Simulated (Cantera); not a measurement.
# Premixed flame

A freely propagating, adiabatic, planar premixed flame of C3H8 : O2 : N2 = 1 : 7.2 : 21.6 (molar parts), equivalence ratio 0.69, unburnt at 598 K and 2.27 atm; mixture-averaged transport, grid criteria slope 0.08 and curve 0.16, no radiation.

Detailed kinetics in Cantera: GRI-Mech 3.0 (53 species, 325 reactions). GRI-Mech 3.0 was tuned for natural gas; its chemistry of propane as a main component is partial and can be far from experiment. Burning velocities carry a grid error of a few per cent, more on coarse grids.

| z (mm) | T (K) | u (m/s) | x C3H8 | x O2 | x H2O2 | x CH3 | x HO2 | x N2O |
|---|---|---|---|---|---|---|---|---|
| -0.396 | 598 | 1.26 | 0.0335 | 0.241 | 2.74e-8 | <1e-8 | 1.31e-7 | <1e-8 |
| -0.264 | 599 | 1.26 | 0.0335 | 0.241 | 3.46e-7 | 2.55e-8 | 1.64e-6 | <1e-8 |
| -0.198 | 605 | 1.28 | 0.0334 | 0.240 | 1.66e-6 | 1.34e-7 | 7.93e-6 | <1e-8 |
| -0.132 | 642 | 1.36 | 0.0330 | 0.236 | 9.97e-6 | 1.87e-6 | 5.02e-5 | <1e-8 |
| -0.0660 | 921 | 1.99 | 0.0260 | 0.206 | 5.29e-5 | 0.000220 | 0.000269 | 2.39e-8 |
| -0.0330 | 1287 | 2.85 | 0.0111 | 0.167 | 5.97e-5 | 0.00124 | 0.000499 | 7.39e-8 |
| 0 | 1669 | 3.76 | 0.000604 | 0.123 | 5.50e-6 | 0.000974 | 0.000386 | 1.84e-7 |
| 0.0330 | 1844 | 4.16 | 1.53e-6 | 0.0976 | 9.64e-7 | 9.70e-5 | 7.13e-5 | 3.51e-7 |
| 0.0660 | 1914 | 4.30 | <1e-8 | 0.0873 | 7.26e-7 | 5.93e-6 | 3.18e-5 | 4.96e-7 |
| 0.132 | 2004 | 4.47 | <1e-8 | 0.0796 | 5.61e-7 | 3.36e-8 | 2.17e-5 | 6.26e-7 |
| 0.264 | 2108 | 4.66 | <1e-8 | 0.0746 | 3.95e-7 | <1e-8 | 1.36e-5 | 7.13e-7 |
| 0.528 | 2202 | 4.84 | <1e-8 | 0.0719 | 2.76e-7 | <1e-8 | 7.89e-6 | 8.04e-7 |
| 1.06 | 2265 | 4.96 | <1e-8 | 0.0704 | 2.24e-7 | <1e-8 | 5.48e-6 | 7.90e-7 |
x: mole fraction of selected species; z is measured from the peak of heat release.

```
Property                     Value
------------------------  --------
laminar burning velocity  126 cm/s
thermal thickness         0.132 mm
peak x(H2O2)               6.62e-5
peak x(CH3)                0.00153
peak x(HO2)               0.000563
grid points                    144
```
